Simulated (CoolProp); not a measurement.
A closed Brayton cycle with dry air: compressor inlet 326.15 K and 4.9 MPa, high pressure 13.4 MPa, turbine inlet 700 K, compressor efficiency 0.89, turbine efficiency 0.85, recuperator effectiveness 0.95 (on enthalpy, no pinch check). Each further row changes one setting.

Computed with CoolProp (reference Helmholtz-energy equation of state, Lemmon 2000). It is a pseudo-pure fit of the blend.

```csv
case,thermal efficiency (%),net work (kJ/kg),compressor to turbine work,compressor exit (K),turbine exit (K)
as stated,18.0,29.7,0.81,449.4,557.0
turbine inlet 650 K,12.1,18.4,0.87,449.4,515.8
compressor inlet 336.15 K,15.6,25.7,0.83,462.9,557.0
high pressure 11.4 MPa,20.9,30.4,0.77,427.2,577.7
recuperator effectiveness 0.5,13.7,29.7,0.81,449.4,557.0
```
